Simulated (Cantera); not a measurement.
Thermodynamics of chlorosilane synthesis and conversion, feed SiCl₄ + HCl + H₂

A closed system holds: 1 mol SiCl₄, 3.6 mol HCl, 0.72 mol H₂, equilibrated at 1 atm.

Cantera equilibrium calculation (NASA polynomials, part measured and part estimated; ideal gas, pure solids and liquids). Candidate condensed phases: Si; 19 gas species. The tables' values for SiCl₃ are old estimates; treat these amounts as uncertain. Equilibrium is a limit: real reactors are often held back by kinetics, nucleation or transport.

| T (°C) | x HCl | x SiCl₄ | x H₂ | x SiCl₃ | x SiCl₂ | x SiHCl₃ |
|---|---|---|---|---|---|---|
| 377 | 0.677 | 0.188 | 0.135 | 1.37e-10 | <1e-12 | 3.05e-6 |
| 477 | 0.677 | 0.188 | 0.135 | 1.08e-8 | <1e-12 | 1.70e-5 |
| 577 | 0.677 | 0.188 | 0.135 | 3.01e-7 | 3.43e-11 | 6.23e-5 |
| 677 | 0.677 | 0.188 | 0.135 | 4.11e-6 | 3.00e-9 | 0.000172 |
| 777 | 0.677 | 0.188 | 0.135 | 3.37e-5 | 1.09e-7 | 0.000388 |
| 877 | 0.678 | 0.187 | 0.134 | 0.000189 | 2.10e-6 | 0.000754 |
| 977 | 0.679 | 0.186 | 0.134 | 0.000797 | 2.45e-5 | 0.00130 |
| 1077 | 0.681 | 0.183 | 0.132 | 0.00265 | 0.000192 | 0.00202 |
| 1177 | 0.686 | 0.176 | 0.127 | 0.00716 | 0.00107 | 0.00282 |
| 1277 | 0.696 | 0.162 | 0.118 | 0.0157 | 0.00422 | 0.00339 |
x: gas mole fraction; nothing condenses.

From 377 °C to 1277 °C nothing is condensed. The main Si-bearing gas is SiCl₄ throughout.
